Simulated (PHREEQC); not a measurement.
A column of 0.2 m (40 cells, dispersivity 0.016 m, 300 s a shift, diffusion coefficient 3e-10 m²/s) holds 0.0018 eq of the database's cation exchanger X per kg of pore water, first in equilibrium with 0.16 mmol/kgw PbCl2 and 0.01 mmol/kgw HCl. It is flushed with 1.3 mmol/kgw MgCl2 and 0.01 mmol/kgw HCl, at 40 °C. Values are for the last cell. No CO2 enters from the air. Nothing may precipitate in this run.

The series has 33 steps of pore volumes, from 0 to 4.013.

Computed with PHREEQC (ion-association model, phreeqc.dat).

### Question
After how many pore volumes does Mg at the outlet first reach half of its feed value?

### Answer
By 1.5 pore volumes.

Away from 25 °C the constants follow the database's enthalpies or fits; those with neither stay at their 25 °C values.
